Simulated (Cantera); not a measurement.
Charge: 1 mol Al2O3, 2.7 mol H2, held at 1350 °C and 0.263 Torr.

These are equilibrium values from Cantera (NASA tables, ideal gas, pure condensed phases), not measurements of a reactor. Candidate condensed phases: Al, Al2O3, H2O; 19 gas species. Kinetics and transport are ignored.

Base state: H2 0.996, H 0.00369, H2O 2.73e-5, Al 1.68e-5 (mole fractions); condensed: Al2O3(s).

Q: What changes in the equilibrium state with this change: temperature from 1350 °C to 1425 °C?

A: 
```tsv
species	before	after
H2	0.996	0.992
H	0.00369	0.00770
H2O	2.73e-5	7.50e-5
Al	1.68e-5	4.57e-5
Al2O3(s), mol	1.000	1.000
```

Q: What changes in the equilibrium state with this change: temperature from 1350 °C to 952 °C?

A: 
```csv
species,before,after
H2,0.996,1.000
H,0.00369,1.67e-5
H2O,2.73e-5,1.52e-8
Al,1.68e-5,9.21e-9
"Al2O3(s), mol",1.000,1.00
```
